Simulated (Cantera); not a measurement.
Charge: 1 mol C₆H₆, 0.38 mol NH₃, held at 443 Torr.

Equilibrium computed with Cantera from the NASA thermochemical tables; the gas is ideal and each condensed phase is pure. Candidate condensed phases: C, C₆H₆, C₇H₈, C₈H₁₈; 92 gas species. The numbers say what is thermodynamically allowed, not how fast it happens.

What share of the C ends up in condensed phases as a function of T (K), at 550, 625, 700, 775, 850, 925, 1000, 1075, 1150, 1225, 1300?


| T (K) | C condensed (%) | as |
|---|---|---|
| 550 | 71.2 | C(graphite) |
| 625 | 73.2 | C(graphite) |
| 700 | 77.0 | C(graphite) |
| 775 | 83.0 | C(graphite) |
| 850 | 89.5 | C(graphite) |
| 925 | 94.5 | C(graphite) |
| 1000 | 97.3 | C(graphite) |
| 1075 | 98.6 | C(graphite) |
| 1150 | 99.2 | C(graphite) |
| 1225 | 99.6 | C(graphite) |
| 1300 | 99.7 | C(graphite) |
